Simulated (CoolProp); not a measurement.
Saturation properties of tetrahydrofuran (Tc = 267.0 °C, pc = 53.04 bar, ω = 0.234).

Computed with CoolProp (reference Helmholtz-energy equation of state, Fiedler 2023).

| T (°C) | p (bar) | vapour density (kg/m³) | liquid cp (kJ/(kg K)) |
|---|---|---|---|
| 118.35 | 4.280 | 10.32 | 2.119 |
| 129.05 | 5.453 | 13.02 | 2.172 |
| 139.65 | 6.839 | 16.22 | 2.227 |
| 150.35 | ? | 20.06 | 2.285 |
| 160.95 | ? | 24.58 | 2.347 |
| 171.55 | 12.62 | ? | 2.415 |
| 182.25 | 15.19 | 36.37 | 2.491 |
| 192.85 | 18.10 | 43.97 | ? |
| 203.55 | 21.45 | 53.21 | 2.685 |
| 214.15 | 25.21 | ? | 2.819 |
| 224.75 | 29.47 | 78.41 | 3.005 |
| 235.45 | ? | 96.81 | ? |

Q: Fill in the missing entries.

A: 
- 150.35, p (bar): 8.490
- 160.95, p (bar): 10.40
- 171.55, vapour density (kg/m³): 29.94
- 192.85, liquid cp (kJ/(kg K)): 2.579
- 214.15, vapour density (kg/m³): 64.41
- 235.45, p (bar): 34.32
- 235.45, liquid cp (kJ/(kg K)): 3.300

It boils at 65.9 °C under 1 atm.
